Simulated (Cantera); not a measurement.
A jet of 1.44 % H₂, 17.5 % O₂, 81.1 % N₂, equivalence ratio 0.041 at 300 K and 21.8 Torr hits a platinum plate 5 cm away at a mass flux of 0.025 kg/m²/s; the plate temperature is set and raised in steps from an oxygen-covered start.

Detailed kinetics in Cantera: Deutschmann's 1995 Pt surface mechanism with GRI-Mech 3.0 gas chemistry. Catalytic surfaces can have several steady states; this one follows from the mechanism file's or the stated starting coverage.

x: mole fraction at the wall; θ: surface coverage.

```json
[
 {"plate T (K)": "600", "wall x H₂": "0.00356", "wall x O₂": "0.163", "wall x H₂O": "0.0207", "wall x OH": "<1e-8", "θ free Pt": "0.0360", "θ O*": "0.962", "θ OH*": "0.00203"},
 {"plate T (K)": "650", "wall x H₂": "0.00346", "wall x O₂": "0.163", "wall x H₂O": "0.0208", "wall x OH": "<1e-8", "θ free Pt": "0.0391", "θ O*": "0.960", "θ OH*": "0.00139"},
 {"plate T (K)": "700", "wall x H₂": "[?]", "wall x O₂": "0.163", "wall x H₂O": "0.0215", "wall x OH": "<1e-8", "θ free Pt": "0.0487", "θ O*": "0.950", "θ OH*": "0.00108"},
 {"plate T (K)": "750", "wall x H₂": "[?]", "wall x O₂": "0.162", "wall x H₂O": "0.0229", "wall x OH": "<1e-8", "θ free Pt": "0.0741", "θ O*": "0.925", "θ OH*": "0.000976"},
 {"plate T (K)": "800", "wall x H₂": "[?]", "wall x O₂": "0.161", "wall x H₂O": "0.0241", "wall x OH": "<1e-8", "θ free Pt": "0.117", "θ O*": "0.882", "θ OH*": "0.000920"}
]
```

Complete the blanks.


- 700, wall x H₂: 0.00302
- 750, wall x H₂: 0.00221
- 800, wall x H₂: 0.00153
